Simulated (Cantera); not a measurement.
A closed system holds: 1 mol C2H6, 0.37 mol H2, 27 mol N2, held at 850 K and 46.0 bar.

Method: chemical equilibrium by Gibbs-energy minimisation in Cantera with the NASA 1993 tables (ideal gas, pure condensed phases). Candidate condensed phases: C, C6H6, C7H8, C8H18; 92 gas species. The ideal-gas law is rough above about 30 bar. Kinetics and transport are ignored.

Base state: N2 0.924, CH4 0.0388, H2 0.0368, NH3 0.000580 (mole fractions); condensed: C(graphite).

Question: What changes in the equilibrium state with this change: temperature from 850 K to 1900 K?

Answer: 
```csv
species,before,after
N2,0.924,0.888
H2,0.0368,0.109
HCN,5.64e-8,0.00303
CH4,0.0388,0.000305
HNC,<1e-9,0.000142
C2H2 (acetylene),<1e-9,4.15e-5
H,<1e-9,3.86e-5
NH3,0.000580,3.72e-5
"C(graphite), mol",0.866,1.89
```
